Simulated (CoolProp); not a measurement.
Computed with CoolProp (reference Helmholtz-energy equation of state, de Reuck 1990).

Problem. Give the vapour pressure (kPa), enthalpy of vaporisation (kJ/kg), liquid cp (kJ/(kg K)), vapour Z of saturated fluorine at 107.3, 116.9, 122.7 K.

Solution. 
```csv
T (K),p (kPa),enthalpy of vaporisation (kJ/kg),liquid cp (kJ/(kg K)),vapour Z
107.3,740,149,1.65,0.869
116.9,1370,134,1.79,0.802
122.7,1890,122,1.94,0.752
```
